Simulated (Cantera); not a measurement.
Feed: 1 mol Cu, 26 mol CO, 0.0014 mol H2O, at 0.00780 bar.

These are equilibrium values from Cantera (NASA tables, ideal gas, pure condensed phases), not measurements of a reactor. Candidate condensed phases: C, C6H6, C7H8, C8H18, Cu, CuO, Cu(OH)2, Cu2O, H2O; 113 gas species. The numbers say what is thermodynamically allowed, not how fast it happens.

x: gas mole fraction; n: condensed amount in mol.

| T (K) | x CO | x Cu | x CO2 | x H | x H2 | x Cu2 | x H2O | n C(graphite) | n Cu(s) | n Cu(l) |
|---|---|---|---|---|---|---|---|---|---|---|
| 1050 | 0.998 | 1.35e-8 | 0.00166 | 6.74e-10 | 5.39e-5 | <1e-12 | 7.61e-8 | 0.0417 | 1.00 | 0 |
| 1200 | 1.000 | … | … | … | 5.38e-5 | … | … | 0 | 1.000 | 0 |
| 1350 | 1.000 | … | 5.38e-5 | … | 5.37e-5 | … | … | 0 | 0.998 | 0 |
| 1500 | 0.999 | 0.00105 | 5.38e-5 | 1.45e-6 | 5.31e-5 | 4.13e-7 | 7.39e-9 | 0 | 0 | 0.973 |
| 1650 | 0.989 | 0.0104 | 5.33e-5 | 7.25e-6 | 4.96e-5 | 9.77e-6 | 8.59e-9 | 0 | 0 | 0.726 |
| 1800 | 0.963 | 0.0370 | 5.18e-5 | 2.54e-5 | 3.92e-5 | 3.77e-5 | 8.05e-9 | 0 | 0 | 0 |
| 1950 | 0.963 | 0.0370 | 5.18e-5 | 6.04e-5 | 2.16e-5 | 1.39e-5 | 5.13e-9 | 0 | 0 | 0 |

Q: Fill in the missing entries.

A: 
- 1350, x Cu: 6.27e-5
- 1350, x H: 1.98e-7
- 1350, x Cu2: 8.23e-9
- 1350, x H2O: 5.69e-9
- 1200, x Cu: 1.57e-6
- 1200, x CO2: 0.000147
- 1200, x H: 1.64e-8
- 1200, x Cu2: 4.47e-11
- 1200, x H2O: 1.09e-8
